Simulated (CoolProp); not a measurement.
Vapour-liquid equilibrium of isohexane (1) + benzene (2) at 68.15 °C; x and y are mole fractions of (1).

Computed with CoolProp (multi-fluid Helmholtz-energy mixture model, Lemmon 2006 and Thol 2012; pair parameters Bell 2016).

```csv
x,bubble pressure (kPa),y at the bubble point,dew pressure at overall composition x (kPa),liquid density (mol/L)
0.05,76.89,(withheld),71.73,10.34
0.2,93.31,0.383,80.52,9.650
0.35,104.0,0.523,90.87,9.041
0.5,111.9,(withheld),102.2,8.497
0.65,118.3,0.737,113.0,8.009
0.8,(withheld),0.844,121.6,7.569
0.95,128.2,0.960,127.9,7.171
```

Q: Fill in the missing entries.

A: 
- 0.05, y at the bubble point: 0.141
- 0.5, y at the bubble point: 0.633
- 0.8, bubble pressure (kPa): 123.6

No azeotrope shows between x = 0.05 and 0.95.

Pair parameters are fitted to limited data, so mixtures are less certain than the pure fluids.
